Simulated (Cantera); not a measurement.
Equilibrium for calcination and drying: LiOH + H2

Feed: 1 mol LiOH, a varied amount of H2, equilibrated at 1750 °C and 0.133 bar.

These are equilibrium values from Cantera (NASA tables, ideal gas, pure condensed phases), not measurements of a reactor. Candidate condensed phases: H2O, Li, LiH, LiOH, Li2O; 17 gas species. Rates play no part.

```
n(H2) (mol)  log p LiOH  log p H2  log p H2O  log p Li  log p Li2O  log p H  n Li2O(l)
-----------  ----------  --------  ---------  --------  ----------  -------  ---------
0.044             -0.98     -2.76      -1.89     -2.13       -2.28    -4.10    0.00105
0.093             -1.01     -2.26      -1.83     -1.97       -2.40    -3.85          0
0.19              -1.06     -1.87      -1.79     -1.87       -2.55    -3.66          0
0.41              -1.15     -1.54      -1.77     -1.82       -2.76    -3.49          0
0.86              -1.30     -1.30      -1.79     -1.82       -3.02    -3.37          0
1.8               -1.51     -1.13      -1.86     -1.88       -3.38    -3.29          0
3.8               -1.80     -1.02      -1.98     -1.99       -3.83    -3.23          0
```
log p: log10 of the partial pressure in bar; n: condensed amount in mol.

At 0.044 mol H2 the condensed part is Li2O(l). From 0.093 mol H2 to 3.8 mol H2 nothing is condensed. The main Li-bearing gas is LiOH throughout.
